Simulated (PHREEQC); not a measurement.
Leach liquor

A solution holds 0.17 mol/kgw H2SO4, 0.011 mol/kgw FeSO4 and 0.26 mol/kgw MgSO4, at 25 °C. Closed to the air; pH follows from the charge balance.

Model: ion-association model, phreeqc.dat, run in PHREEQC.

This is a speciation only: nothing precipitates in the calculation.

Task: What pH, density does the model give?

Result: pH 1.03; density 1.038 g/cm³.

Task: In which forms is Mg present?

Result: MgSO4 50 %, Mg+2 50 % of the Mg.

Species that the database lacks are ignored.
